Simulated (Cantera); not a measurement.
Input (Python, Cantera) and output of one run.

```python
import numpy as np
import cantera as ct

gas_names = """
    C CO CO2 C2 C2O C3 C3O2 C4 C5 O O2 O3 Ti TiO TiO2
""".split()
cond_names = """
    C(gr) Ti(a) Ti(b) Ti(L) TiC(s) TiC(L) TiO(a) TiO(b) TiO(L) TiO2(ru) TiO2(L) Ti2O3(a) Ti2O3(b)
    Ti2O3(L) Ti3O5(a) Ti3O5(b) Ti3O5(L) Ti4O7(s) Ti4O7(L)
""".split()


# ... load() reads the species with a 1 bar reference pressure and builds the phases ...
atoms = {
    'Ti': {'Ti': 1},
    'O2': {'O': 2},
    'CO': {'C': 1, 'O': 1},
}
top_T = {'C(gr)': 4500}  # K; cautious upper limits of use, not melting points


# ... equilibrate(T, P, feed) seeds the gas with the atoms and calls Mixture.equilibrate('TP', solver="vcs", rtol=1e-11, max_steps=5000) ...
results = []
P = 62  # Pa
for T in [1100, 1200, 1300, 1400, 1500, 1600, 1700, 1800, 1900, 2000]:
    for m in [0.022, 0.035, 0.055, 0.086, 0.14, 0.21, 0.33, 0.53, 0.83, 1.3, 2]:
        feed = {'Ti': 1, 'O2': m, 'CO': 1.8}  # mol
        mix = equilibrate(T, P, feed)
        results.append((T, P, feed, dict(zip(mix.species_names, mix.species_moles))))

for T, P, feed, n in results:
    print(f"{T:7g} {feed['O2']:10.4g}  " + (" + ".join(c for c in cond_names if n.get(c, 0) > 1e-12) or "gas only"))
```

It prints:

```
   1100      0.022  C(gr) + Ti4O7(s)
   1100      0.035  C(gr) + Ti4O7(s)
   1100      0.055  C(gr) + Ti4O7(s)
   1100      0.086  C(gr) + Ti4O7(s)
   1100       0.14  C(gr) + Ti4O7(s)
   1100       0.21  C(gr) + Ti4O7(s)
   1100       0.33  C(gr) + Ti4O7(s)
   1100       0.53  C(gr) + Ti4O7(s)
   1100       0.83  C(gr) + Ti4O7(s)
   1100        1.3  TiO2(ru)
   1100          2  TiO2(ru)
   1200      0.022  TiC(s) + Ti2O3(b)
   1200      0.035  TiC(s) + Ti2O3(b)
   1200      0.055  TiC(s) + Ti2O3(b)
   1200      0.086  TiC(s) + Ti2O3(b)
   1200       0.14  TiC(s) + Ti2O3(b)
   1200       0.21  TiC(s) + Ti2O3(b)
   1200       0.33  TiC(s) + Ti2O3(b)
   1200       0.53  TiC(s) + Ti2O3(b)
   1200       0.83  Ti2O3(b) + Ti3O5(b)
   1200        1.3  TiO2(ru)
   1200          2  TiO2(ru)
   1300      0.022  TiC(s) + Ti2O3(b)
   1300      0.035  TiC(s) + Ti2O3(b)
   1300      0.055  TiC(s) + Ti2O3(b)
   1300      0.086  TiC(s) + Ti2O3(b)
   1300       0.14  TiC(s) + Ti2O3(b)
   1300       0.21  TiC(s) + Ti2O3(b)
   1300       0.33  TiC(s) + Ti2O3(b)
   1300       0.53  TiC(s) + Ti2O3(b)
   1300       0.83  Ti2O3(b) + Ti3O5(b)
   1300        1.3  TiO2(ru)
   1300          2  TiO2(ru)
   1400      0.022  TiC(s) + Ti2O3(b)
   1400      0.035  TiC(s) + Ti2O3(b)
   1400      0.055  TiC(s) + Ti2O3(b)
   1400      0.086  TiC(s) + Ti2O3(b)
   1400       0.14  TiC(s) + Ti2O3(b)
   1400       0.21  TiC(s) + Ti2O3(b)
   1400       0.33  TiC(s) + Ti2O3(b)
   1400       0.53  TiC(s) + Ti2O3(b)
   1400       0.83  Ti2O3(b) + Ti3O5(b)
   1400        1.3  TiO2(ru)
   1400          2  TiO2(ru)
   1500      0.022  TiC(s) + Ti2O3(b)
   1500      0.035  TiC(s) + Ti2O3(b)
   1500      0.055  TiC(s) + Ti2O3(b)
   1500      0.086  TiC(s) + Ti2O3(b)
   1500       0.14  TiC(s) + Ti2O3(b)
   1500       0.21  TiC(s) + Ti2O3(b)
   1500       0.33  TiC(s) + Ti2O3(b)
   1500       0.53  TiC(s) + Ti2O3(b)
   1500       0.83  Ti2O3(b) + Ti3O5(b)
   1500        1.3  TiO2(ru)
   1500          2  TiO2(ru)
   1600      0.022  TiC(s) + Ti2O3(b)
   1600      0.035  TiC(s) + Ti2O3(b)
   1600      0.055  TiC(s) + Ti2O3(b)
   1600      0.086  TiC(s) + Ti2O3(b)
   1600       0.14  TiC(s) + Ti2O3(b)
   1600       0.21  TiC(s) + Ti2O3(b)
   1600       0.33  TiC(s) + Ti2O3(b)
   1600       0.53  TiC(s) + Ti2O3(b)
   1600       0.83  Ti2O3(b) + Ti3O5(b)
   1600        1.3  TiO2(ru)
   1600          2  TiO2(ru)
   1700      0.022  TiC(s) + Ti2O3(b)
   1700      0.035  TiC(s) + Ti2O3(b)
   1700      0.055  TiC(s) + Ti2O3(b)
   1700      0.086  TiC(s) + Ti2O3(b)
   1700       0.14  TiC(s) + Ti2O3(b)
   1700       0.21  TiC(s) + Ti2O3(b)
   1700       0.33  TiC(s) + Ti2O3(b)
   1700       0.53  TiC(s) + Ti2O3(b)
   1700       0.83  Ti2O3(b) + Ti3O5(b)
   1700        1.3  TiO2(ru)
   1700          2  TiO2(ru)
   1800      0.022  TiC(s) + TiO(b)
   1800      0.035  TiC(s) + TiO(b)
   1800      0.055  TiC(s) + TiO(b)
   1800      0.086  TiC(s) + TiO(b)
   1800       0.14  TiC(s) + TiO(b)
   1800       0.21  TiC(s) + TiO(b)
   1800       0.33  TiC(s) + TiO(b)
   1800       0.53  TiO(b) + Ti2O3(b)
   1800       0.83  Ti2O3(b) + Ti3O5(b)
   1800        1.3  TiO2(ru)
   1800          2  TiO2(ru)
   1900      0.022  TiC(s) + TiO(b)
   1900      0.035  TiC(s) + TiO(b)
   1900      0.055  TiC(s) + TiO(b)
   1900      0.086  TiC(s) + TiO(b)
   1900       0.14  TiC(s) + TiO(b)
   1900       0.21  TiC(s) + TiO(b)
   1900       0.33  TiC(s) + TiO(b)
   1900       0.53  TiO(b) + Ti2O3(b)
   1900       0.83  Ti2O3(b) + Ti3O5(b)
   1900        1.3  TiO2(ru)
   1900          2  TiO2(ru)
   2000      0.022  TiC(s) + TiO(b)
   2000      0.035  TiC(s) + TiO(b)
   2000      0.055  TiC(s) + TiO(b)
   2000      0.086  TiC(s) + TiO(b)
   2000       0.14  TiC(s) + TiO(b)
   2000       0.21  TiC(s) + TiO(b)
   2000       0.33  TiC(s) + TiO(b)
   2000       0.53  TiO(b) + Ti2O3(b)
   2000       0.83  Ti2O3(b) + Ti3O5(b)
   2000        1.3  TiO2(ru)
   2000          2  TiO2(ru)
```

Method: chemical equilibrium by Gibbs-energy minimisation in Cantera with the NASA 1993 tables (ideal gas, pure condensed phases). Mutual solubility and eutectic melting of coexisting phases are not modelled. TiC, TiO: taken at fixed stoichiometry. Condensed phases not in the tables: Magnéli phases beyond Ti4O7, solid solutions among these carbides, nitrides and lower oxides.
